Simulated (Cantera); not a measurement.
Charge: 1 mol Cr2O3, 87 mol H2, 29 mol N2, held at 75.0 Torr.

Method: chemical equilibrium by Gibbs-energy minimisation in Cantera with the NASA 1993 tables (ideal gas, pure condensed phases). Candidate condensed phases: Cr, CrN, Cr2N, Cr2O3, H2O; 29 gas species. Kinetics and transport are ignored.

At 1825 °C, list the 4 most abundant gas species with their mole fractions, and the condensed phases.

H2 0.707, N2 0.245, H2O 0.0240, Cr 0.0159. Condensed: Cr2O3(s).
